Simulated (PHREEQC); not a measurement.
Dissolve 0.0012 mol/kgw MgSO4, 0.00092 mol/kgw NaHCO3 and 0.25 mol/kgw MgCl2 at 25 °C. Closed to the air; pH follows from the charge balance.

All values are PHREEQC results (ion-association model, phreeqc.dat), not measurements.

Each row changes one thing in this solution. Precipitation was switched off in this run.

| case | pH | MgSO4 (mol/kgw) | HCO3- (mol/kgw) | MgHCO3+ (mol/kgw) | SO4-2 (mol/kgw) | CO2 (mol/kgw) | SI of Halite (NaCl) |
|---|---|---|---|---|---|---|---|
| as made | 7.33 | 0.000855 | 0.000457 | 0.000416 | 0.000345 | 2.75e-5 | -5.25 |
| MgSO4 replaced by Al2(SO4)3 at the same molality | 4.98 | 0.00248 | (withheld) | 5.40e-5 | 0.00101 | 0.000806 | -5.26 |
| diluted 5-fold with water | 7.54 | 0.000138 | 0.000142 | (withheld) | 0.000102 | 6.86e-6 | -6.56 |
| NaHCO3 from 0.00092 to 0.00184 mol/kgw | 7.36 | 0.000854 | 0.000915 | 0.000832 | 0.000345 | 5.07e-5 | -4.95 |
| temperature from 25 to 30 °C | 7.26 | 0.000879 | 0.000453 | 0.000418 | 0.000320 | 2.99e-5 | -5.26 |
| diluted 100-fold with water | 7.49 | 2.69e-6 | 8.43e-6 | 1.75e-7 | 9.31e-6 | 5.60e-7 | -8.99 |
| NaHCO3 from 0.00092 to 0.0092 mol/kgw | 7.40 | 0.000849 | 0.00460 | (withheld) | 0.000348 | 0.000235 | -4.26 |
| temperature from 25 to 85 °C | 6.56 | 0.00103 | 0.000340 | 0.000456 | 0.000166 | 0.000116 | -5.34 |

Question: Fill in the missing entries.

Answer: 
- MgSO4 replaced by Al2(SO4)3 at the same molality, HCO3- (mol/kgw): 5.98e-5
- diluted 5-fold with water, MgHCO3+ (mol/kgw): 3.16e-5
- NaHCO3 from 0.00092 to 0.0092 mol/kgw, MgHCO3+ (mol/kgw): 0.00413

The ionic strength passes 0.7 mol/kgw, the rough limit of the ion-association models, in as made; MgSO4 replaced by Al2(SO4)3 at the same molality; NaHCO3 from 0.00092 to 0.00184 mol/kgw; temperature from 25 to 30 °C; NaHCO3 from 0.00092 to 0.0092 mol/kgw; temperature from 25 to 85 °C. Species that the database lacks are ignored. Some of these states are supersaturated (in Al(OH)3(a), Gibbsite (slow to form), for instance). Constants without temperature data keep their 25 °C values here.
